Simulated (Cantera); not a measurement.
An isothermal, constant-pressure homogeneous reactor starts with 31.2 % C2H6, 68.8 % N2, at 1650 K and 0.207 atm.

Cantera simulation using GRI-Mech 3.0 (53 species, 325 reactions); the numbers are that mechanism's predictions, not measurements. GRI-Mech 3.0 stops at C3 and has no aromatics, soot or wall deposition, so with more carbon than oxygen in the feed, carbon stays in small species such as C2H2 where larger ones or solid carbon would form.

x: mole fraction; the columns are a selection and need not sum to one.

```
t (s)         x C2H6      x C2H4    x HCN       x CH4      x C2H2
--------  ----------  ----------  -------  ----------  ----------
3.00e-5        0.221      0.0431  9.46e-8      0.0202     0.00116
0.000153      0.0349       0.123  2.67e-7      0.0897      0.0375
0.000780  (withheld)  (withheld)  3.06e-7      0.0983  (withheld)
0.00398      5.02e-5      0.0217  2.96e-7      0.0927       0.146
0.0203    (withheld)  (withheld)  2.94e-7  (withheld)       0.165
0.103        2.21e-5     0.00117  3.17e-7      0.0568       0.174
0.528        3.12e-6     0.00106  4.00e-7      0.0194       0.185
2.69         3.48e-7     0.00109  5.60e-7     0.00520       0.190
13.7         2.66e-7     0.00109  1.01e-6     0.00417       0.190
70.0         2.66e-7     0.00109  3.59e-6     0.00417       0.190
```

Problem. Complete the blanks.

Solution. 
- 0.000780, x C2H6: 0.000519
- 0.000780, x C2H4: 0.0654
- 0.000780, x C2H2: 0.108
- 0.0203, x C2H6: 4.49e-5
- 0.0203, x C2H4: 0.00153
- 0.0203, x CH4: 0.0834
